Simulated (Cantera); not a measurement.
Charge: 1 mol S, 5.6 mol H₂O, 4.2 mol O₂, 0.022 mol SO₂, equilibrated at 2627 °C and 790000 Pa.

Equilibrium computed with Cantera from the NASA thermochemical tables; the gas is ideal and each condensed phase is pure. Rates play no part.

```
species    before     after
-------  --------  --------
O          0.0155     0.292
H         0.00418     0.283
O₂          0.299     0.135
H₂O         0.508    0.0703
SO        0.00262    0.0275
H₂         0.0104    0.0605
SO₂        0.0978    0.0245
OH         0.0623     0.101
S         1.51e-5   0.00664
H₂O₂      1.18e-5   3.92e-8
S₂        5.18e-8   1.26e-5
SO₃      0.000152   9.10e-7
SH        6.54e-6  0.000246
HO₂      0.000173   6.70e-6
```
Gas species are given as mole fractions.

Question: What was changed between the two runs?
(A) temperature from 2627 °C to 3050 °C
(B) pressure from 790000 Pa to 400000 Pa
(C) O₂ from 4.2 to 2.1 mol
(D) pressure from 790000 Pa to 1000 Pa

Answer: D, pressure from 790000 Pa to 1000 Pa
